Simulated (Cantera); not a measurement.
An isothermal, constant-pressure homogeneous reactor starts with 21.7 % C2H6, 78.3 % N2, at 1600 K and 0.353 Torr.

Cantera simulation using GRI-Mech 3.0 (53 species, 325 reactions); the numbers are that mechanism's predictions, not measurements. GRI-Mech 3.0 stops at C3 and has no aromatics, soot or wall deposition, so with more carbon than oxygen in the feed, carbon stays in small species such as C2H2 where larger ones or solid carbon would form. Radical loss at walls, strong at low pressure, is not modelled.

One state of this run: x C2H6 = 0.184; x CH3 = 0.0279; x C2H = 2.32e-9; x CH4 = 0.00443; x CH2 = 2.83e-5; x H2 = 0.00763. x: mole fraction; the columns are a selection and need not sum to one.

Q: Which value of t (s) does it belong to?
A) 0.000739
B) 0.00448
C) 0.000300
D) 0.406

A: B, 0.00448
